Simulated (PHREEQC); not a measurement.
A made-up water analysis in mg/L, 25 °C, pH 6.54, pe -1.4:

```tsv
constituent	mg/L
Na	4310
K	2820
Ca	578
Mg	318
Cl	10600
S(6) as SO4	406
Alkalinity as HCO3	1.79e-05
Li	6.13
```

Valence states are taken as typed.

Model: ion-association model, phreeqc.dat, run in PHREEQC.

No solid was allowed to form.

Problem. Predict the activity of water, charge-balance error, specific conductance.

Solution. activity of water 0.990; charge-balance error 1.3 %; specific conductance 30400 µS/cm.

Problem. In which forms is S present?

Solution. SO4-2 59 %, NaSO4- 14 %, MgSO4 12 %, CaSO4 9.2 %, KSO4- 6.7 % of the S.
